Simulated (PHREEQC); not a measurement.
Make-up at 34 °C: 0.002 mol CuCl2, 0.0049 mol HBF4 and 0.00012 mol NaCl per kg of water. Closed to the air; pH follows from the charge balance.

Computed with PHREEQC (ion-association model, phreeqc.dat).

| quantity | before | after |
|---|---|---|
| pH | 2.40 | 2.50 |
| ionic strength (mol/kgw) | 0.0105 | 0.00936 |
| HF (mol/kgw) | 0.00477 | 0.00874 |
| BF4- (mol/kgw) | 0.00323 | 0.00219 |
| H3BO3 (mol/kgw) | 0.00126 | 0.00221 |
| F- (mol/kgw) | 0.000748 | 0.000770 |
| SI of Halite (NaCl) | -7.98 | -8.02 |

Which change was made?
A) diluted 5-fold with water
B) diluted 10-fold with water
C) temperature from 34 to 75 °C
D) NaCl from 0.00012 to 6e-05 mol/kgw
E) CuCl2 from 0.002 to 0.0002 mol/kgw

C, temperature from 34 to 75 °C

No solid was allowed to form. Constants without temperature data keep their 25 °C values here. Real BF4- forms and hydrolyses slowly; the run takes it at equilibrium.
